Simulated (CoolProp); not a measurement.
Saturation properties of carbon dioxide (Tc = 304.1 K, pc = 7377 kPa, ω = 0.224).

The numbers come from the reference Helmholtz-energy equation of state, Span 1996 in CoolProp.

| T (K) | p (kPa) | liquid density (kg/m³) | surface tension (mN/m) | liquid viscosity (µPa s) |
|---|---|---|---|---|
| 231.2 | 934.3 | 1124 | 13.1 | 199 |
| 240.9 | 1323 | 1085 | 11.0 | 170 |
| 250.5 | 1813 | 1044 | 8.92 | 146 |
| 260.2 | 2433 | 997.9 | 6.95 | 125 |
| 269.9 | 3195 | 946.4 | 5.08 | 106 |
| 279.5 | 4108 | 887.0 | 3.36 | 89.6 |
| 289.2 | 5217 | 812.0 | 1.79 | 73.5 |
| 298.9 | 6546 | 698.6 | 0.482 | 55.7 |

Viscosity comes from a separate model (Laesecke 2017). Surface tension comes from a separate correlation (Mulero 2012).
